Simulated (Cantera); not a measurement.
Cantera run:

```python
import numpy as np
import cantera as ct

gas_names = [...]  # 113 gases of nasa_gas.yaml made of C, H, O, Ta
cond_names = """
    C(gr) C6H6(L) C7H8(L) C8H18(L),n-octa H2O(s) H2O(L) Ta(cr) Ta(L) TaC(s) TaC(L) Ta2O5(s) Ta2O5(L)
""".split()


# ... load() reads the species with a 1 bar reference pressure and builds the phases ...
atoms = {
    'Ta(OEt)5': {'Ta': 1, 'C': 10, 'H': 25, 'O': 5},
    'O2': {'O': 2},
}
top_T = {'C(gr)': 4500}  # K; cautious upper limits of use, not melting points


# ... equilibrate(T, P, feed) seeds the gas with the atoms and calls Mixture.equilibrate('TP', solver="vcs", rtol=1e-11, max_steps=5000) ...
results = []
feed = {'Ta(OEt)5': 1, 'O2': 0.055}  # mol
T = 2400  # K
P = 1000  # Pa
mix = equilibrate(T, P, feed)
results.append((T, P, feed, dict(zip(mix.species_names, mix.species_moles))))
print(gas.report(threshold=1e-06))
for i in range(1, mix.n_phases):
    print(f"{mix.phase(i).name:16s} {mix.phase_moles(i):12.5e} mol")
```

Output:

```
       temperature   2400 K
          pressure   1000 Pa
           density   0.00045464 kg/m^3
  mean mol. weight   9.0723 kg/kmol
   phase of matter   gas

                          1 kg             1 kmol
                     ---------------   ---------------
          enthalpy        6.9858e+06        6.3377e+07  J
   internal energy        4.7863e+06        4.3422e+07  J
           entropy             28241        2.5621e+05  J/K
    Gibbs function       -6.0794e+07       -5.5154e+08  J
 heat capacity c_p            3772.1             34221  J/K
 heat capacity c_v            2855.6             25907  J/K

                      mass frac. Y      mole frac. X     chem. pot. / RT
                     ---------------   ---------------   ---------------
                 C        5.2601e-06        3.9731e-06           -3.1688
               CH3         4.007e-06        2.4179e-06           -40.957
                CO           0.84066           0.27229           -39.785
               C2H        0.00013639        4.9435e-05           -18.934
    C2H2,acetylene           0.01201         0.0041844            -31.53
   C2H2,vinylidene        6.5759e-06        2.2912e-06            -31.53
                C3        3.8952e-05        9.8074e-06           -9.5065
              C4H2        6.6223e-05        1.2001e-05           -37.868
                 H          0.013692           0.12323           -12.596
                H2           0.13338           0.60021           -25.192
     [ +103 minor]        7.0503e-06        3.3348e-06

C(gr)             3.72934e+00 mol
Ta(cr)            0.00000e+00 mol
TaC(s)            1.00000e+00 mol
Ta2O5(L)          0.00000e+00 mol
```

These are equilibrium values from Cantera (NASA tables, ideal gas, pure condensed phases), not measurements of a reactor. The feed counts by its element totals alone. TaC: taken at fixed stoichiometry. Condensed phases not in the tables: Ta2C.
